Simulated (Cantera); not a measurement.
A closed system holds: 1 mol CH3SiCl3, 0.058 mol HCl, 180 mol H2, held at 165 Torr.

Cantera equilibrium calculation (NASA polynomials, part measured and part estimated; ideal gas, pure solids and liquids). Candidate condensed phases: C, C6H6, C7H8, C8H18, Si, SiC; 109 gas species. The feed counts by its element totals alone. The tables' values for SiCl are old estimates; treat these amounts as uncertain. Gases not in the tables: Si2H6 and higher silanes. The numbers say what is thermodynamically allowed, not how fast it happens.

x: gas mole fraction; n: condensed amount in mol.

```tsv
T (K)	x H2	x H	x HCl	x Si	n SiC(s)
1798	0.983	0.000744	0.0165	1.16e-6	0.986
1848	0.982	0.00112	0.0165	2.82e-6	0.984
1898	0.982	0.00165	0.0165	6.66e-6	0.980
1948	0.981	0.00239	0.0164	1.52e-5	0.975
1998	0.980	0.00339	0.0164	3.30e-5	0.966
2048	0.978	0.00472	0.0163	6.80e-5	0.953
2098	0.977	0.00648	0.0163	0.000133	0.932
2148	0.974	0.00877	0.0162	0.000247	0.898
2198	0.971	0.0117	0.0161	0.000440	0.843
2248	0.966	0.0154	0.0160	0.000753	___
2298	0.961	0.0200	0.0159	0.00125	___
2348	0.954	0.0257	0.0158	0.00202	___
2398	0.945	0.0326	0.0156	0.00318	___
```

Task: Complete the blanks.

Result: 
- 2248, n SiC(s): 0.756
- 2298, n SiC(s): 0.616
- 2348, n SiC(s): 0.397
- 2398, n SiC(s): 0.0543
